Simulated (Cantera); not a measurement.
A closed system holds: 1 mol Si, 1.7 mol Cl2, 88 mol H2, at 1698 K and 0.00210 bar.

Equilibrium computed with Cantera from the NASA thermochemical tables; the gas is ideal and each condensed phase is pure. Candidate condensed phases: Si; 19 gas species. The tables' values for SiCl are old estimates; treat these amounts as uncertain. Gases not in the tables: Si2H6 and higher silanes. The numbers say what is thermodynamically allowed, not how fast it happens.

Base state: H2 0.962, HCl 0.0307, SiCl2 0.00351, H 0.00310, Si 0.000313, Cl 7.67e-5, SiCl 7.36e-5, SiH 2.19e-5 (mole fractions); condensed: Si(l).

What changes in the equilibrium state with this change: temperature from 1698 K to 1573.15 K?


```
species       before     after
----------  --------  --------
H2             0.962     0.965
HCl           0.0307    0.0311
SiCl2        0.00351   0.00339
H            0.00310  0.000873
Si          0.000313   2.63e-5
SiH          2.19e-5   2.84e-6
SiCl         7.36e-5   1.53e-5
SiH2         1.34e-5   3.55e-6
Cl           7.67e-5   2.23e-5
Si(l), mol     0.646         0
Si(s), mol         0     0.691
```
